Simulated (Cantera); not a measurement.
Input (Python, Cantera) and output of one run.

```python
import numpy as np
import cantera as ct

gas_names = """
    B BH BH2 BH3 BN BO BO2 B2 B2O B2O2 B2O3 B3O3H3 H HBO HBO2 HNO HNO2 HNO3 HO2 H2 H2O H2O2 H3B3O6 N NH
    NH2 NH3 NH2OH NO NO2 NO3 N2 N2H2 N2H4 N2O O OH O2 O3
""".split()
cond_names = """
    B(b) B(L) BN(s) B2O3(L) B3O3H3(cr) H2O(s) H2O(L)
""".split()


# ... load() reads the species with a 1 bar reference pressure and builds the phases ...
atoms = {
    'BN': {'B': 1, 'N': 1},
    'O2': {'O': 2},
    'H2': {'H': 2},
}
top_T = {'BN(s)': 3200}  # K; cautious upper limits of use, not melting points


# ... equilibrate(T, P, feed) seeds the gas with the atoms and calls Mixture.equilibrate('TP', solver="vcs", rtol=1e-11, max_steps=5000) ...
results = []
T = 1448.15  # K
P = 35  # Pa
for m in [0.18, 0.24, 0.31, 0.4, 0.52, 0.67, 0.87, 1.1, 1.5, 1.9, 2.5, 3.2, 4.2]:
    feed = {'BN': 1, 'O2': m, 'H2': 1.6}  # mol
    mix = equilibrate(T, P, feed)
    results.append((T, P, feed, dict(zip(mix.species_names, mix.species_moles))))

top = {s: max(r[3][s] / sum(r[3][g] for g in gas_names) for r in results) for s in gas_names}
cols = sorted((s for s in top if top[s] > 1e-06), key=lambda s: -top[s])[:8]
seen = [c for c in cond_names if any(r[3].get(c, 0) > 1e-12 for r in results)]
print("log10 of partial pressures in bar; condensed amounts in mol")
print(f"{'n(O2)':>10s}" + "".join(f"{s[:9]:>10s}" for s in cols + seen))
for T, P, feed, n in results:
    ng = sum(n[g] for g in gas_names)
    print(f"{feed['O2']:10.4g}" + "".join(f"{np.log10(max(n[s] / ng * P / 1e5, 1e-99)):10.3f}" for s in cols)
          + "".join(f"{n.get(c, 0):10.4g}" for c in seen))
```

Output:

```
log10 of partial pressures in bar; condensed amounts in mol
     n(O2)        H2        O2       H2O      HBO2        N2      B2O3       HBO      B2O2     BN(s)   B2O3(L)
      0.18    -3.514   -19.344    -7.151    -5.398    -4.615    -5.142    -5.169    -5.887    0.7509   0.05293
      0.24    -3.524   -19.271    -7.124    -5.384    -4.505    -5.142    -5.192    -5.924    0.6719   0.09198
      0.31    -3.535   -19.206    -7.103    -5.374    -4.408    -5.142    -5.213    -5.956    0.5794    0.1374
       0.4    -3.549   -19.143    -7.085    -5.365    -4.314    -5.142    -5.236    -5.988    0.4602    0.1957
      0.52    -3.567   -19.080    -7.072    -5.358    -4.219    -5.142    -5.261    -6.019     0.301    0.2734
      0.67    -3.588   -19.022    -7.064    -5.354    -4.132    -5.142    -5.286    -6.049    0.1017    0.3704
      0.87    -3.688   -14.593    -4.950    -4.297    -4.122    -5.142    -6.443    -8.263         0    0.2841
       1.1    -3.904   -12.935    -4.336    -3.990    -4.159    -5.142    -6.966    -9.092         0   0.07942
       1.5    -4.871   -10.045    -3.859    -3.896    -4.172    -5.429    -8.316   -10.824         0         0
       1.9    -7.718    -4.384    -3.875    -3.949    -4.227    -5.521   -11.200   -13.747         0         0
       2.5    -7.975    -4.030    -3.955    -4.030    -4.308    -5.602   -11.458   -14.005         0         0
       3.2    -8.134    -3.868    -4.033    -4.108    -4.386    -5.681   -11.617   -14.165         0         0
       4.2    -8.283    -3.754    -4.125    -4.200    -4.478    -5.773   -11.766   -14.314         0         0
```

Method: chemical equilibrium by Gibbs-energy minimisation in Cantera with the NASA 1993 tables (ideal gas, pure condensed phases). Mutual solubility and eutectic melting of coexisting phases are not modelled. Gases not in the tables: H3BO3.
